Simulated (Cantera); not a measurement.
Input: 1 mol CCl₄, 0.14 mol CH₄, 2.3 mol H₂, at 2248.15 K and 413 Torr.

Cantera equilibrium calculation (NASA polynomials, part measured and part estimated; ideal gas, pure solids and liquids). Candidate condensed phases: C, C₆H₆, C₇H₈, C₈H₁₈; 91 gas species. Kinetics and transport are ignored.

Base state: HCl 0.848, H₂ 0.132, Cl 0.0168, H 0.00360, C₂H₂ (acetylene) 0.000436, Cl₂ 5.24e-5, C₂HCl 2.04e-5 (mole fractions); condensed: C(graphite).

Q: What changes in the equilibrium state with this change: H₂ from 2.3 to 1.5 mol?

A: 
| species | before | after |
|---|---|---|
| HCl | 0.848 | 0.882 |
| Cl | 0.0168 | 0.112 |
| H₂ | 0.132 | 0.00319 |
| Cl₂ | 5.24e-5 | 0.00234 |
| C₂H₂ (acetylene) | 0.000436 | 1.06e-5 |
| H | 0.00360 | 0.000560 |
| C₂HCl | 2.04e-5 | 2.13e-5 |
| C(graphite), mol | 1.14 | 1.14 |
